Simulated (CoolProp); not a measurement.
Vapour-liquid equilibrium of C2F6 (R116) (1) + R143a (2) at 0.605 bar; x and y are mole fractions of (1).

The numbers come from the multi-fluid Helmholtz-energy mixture model, Lemmon 2006 and Lemmon and Jacobsen 2000; pair parameters Bell 2016 in CoolProp.

```tsv
x	bubble temperature, mixture model (°C)	bubble temperature, Raoult's law (°C)	y, mixture model	y, Raoult's law
0.05	-67.2	-60.7	___	0.196
0.125	-75.6	-64.7	0.682	0.408
0.2	-79.9	-68.1	0.774	0.556
0.275	___	-71.0	0.818	0.663
0.35	-83.7	-73.6	0.841	0.742
0.425	-84.6	-75.8	0.856	0.803
0.5	-85.1	-77.8	0.865	0.850
0.575	-85.4	-79.6	0.873	0.887
0.65	___	-81.2	0.880	0.916
0.725	___	-82.7	0.890	0.941
0.8	-86.4	-84.1	0.903	0.961
0.875	___	-85.3	0.925	0.978
0.95	-87.0	-86.4	0.962	0.992
```

Q: Complete the blanks.

A: 
- 0.05, y, mixture model: 0.437
- 0.275, bubble temperature, mixture model (°C): -82.3
- 0.65, bubble temperature, mixture model (°C): -85.7
- 0.725, bubble temperature, mixture model (°C): -86.0
- 0.875, bubble temperature, mixture model (°C): -86.7

The largest gap from Raoult's law is -11.8 K in bubble temperature, at x = 0.2. No azeotrope shows between x = 0.05 and 0.95.

Pair parameters are fitted to limited data, so mixtures are less certain than the pure fluids. With so large a gap from Raoult's law the liquid may split in two, which this calculation doesn't test in full.
